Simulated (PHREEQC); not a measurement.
## Acid mine or pickling water: an equilibrium model

A made-up water analysis in mg/kgw, 55 °C, pH 2.04, pe 9.1:

```tsv
constituent	mg/kgw
Na	133
K	97.1
Ca	242
Mg	88.9
Cl	338
S(6) as SO4	1710
Cd	85.2
Li	0.0598
```

Na is adjusted to close the charge balance.
Valence states are taken as typed.

Model: ion-association model, wateq4f.dat, run in PHREEQC.

```yaml
ionic_strength: 0.0444 mol/kgw
total_alkalinity: -18.0 meq/kg
```

```
species  molality  activity   log γ
-------  --------  --------  ------
H+         0.0107   0.00912  -0.070
Cl-       0.00936   0.00759  -0.091
HSO4-     0.00714   0.00585  -0.086
SO4-2     0.00698   0.00320  -0.339
Ca+2      0.00425   0.00199  -0.329
Na+       0.00365   0.00300  -0.085
K+        0.00240   0.00195  -0.091
```

This is a speciation only: nothing precipitates in the calculation. Species that the database lacks are ignored. Away from 25 °C the constants follow the database's enthalpies or fits; those with neither stay at their 25 °C values.
